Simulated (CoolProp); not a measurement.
Vapour-liquid equilibrium of CHF3 (R23) (1) + R134a (2) at -33.75 °C; x and y are mole fractions of (1).

Computed with CoolProp (multi-fluid Helmholtz-energy mixture model, Penoncello 2003 and Tillner-Roth 1994; pair parameters Bell 2016).

| x | bubble pressure, mixture model (MPa) | bubble pressure, Raoult's law (MPa) | y, mixture model | y, Raoult's law |
|---|---|---|---|---|
| 0.05 | 0.1060 | 0.1111 | 0.358 | 0.398 |
| 0.2 | 0.2139 | 0.2333 | 0.719 | 0.759 |
| 0.35 | 0.3257 | 0.3555 | 0.843 | 0.871 |
| 0.5 | 0.4432 | 0.4778 | 0.906 | 0.926 |
| 0.65 | 0.5674 | 0.6000 | 0.946 | 0.959 |
| 0.8 | 0.6984 | 0.7222 | 0.973 | 0.981 |
| 0.95 | 0.8370 | 0.8444 | 0.994 | 0.996 |

The largest gap from Raoult's law is -8.4 % in bubble pressure, at x = 0.35. No azeotrope shows between x = 0.05 and 0.95.

The pair parameters rest on a limited set of measurements; away from them the model extrapolates.
